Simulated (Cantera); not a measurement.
Input: 1 mol C2H5OH, 1.9 mol H2O, 0.034 mol O2, equilibrated at 0.120 bar.

These are equilibrium values from Cantera (NASA tables, ideal gas, pure condensed phases), not measurements of a reactor. Candidate condensed phases: C, C6H6, C7H8, C8H18, H2O; 110 gas species. Kinetics and transport are ignored.

At 1973 K, list the 4 most abundant gas species with their mole fractions, and the condensed phases.

H2 0.581, CO 0.276, H2O 0.127, CO2 0.0134. Condensed: gas only.
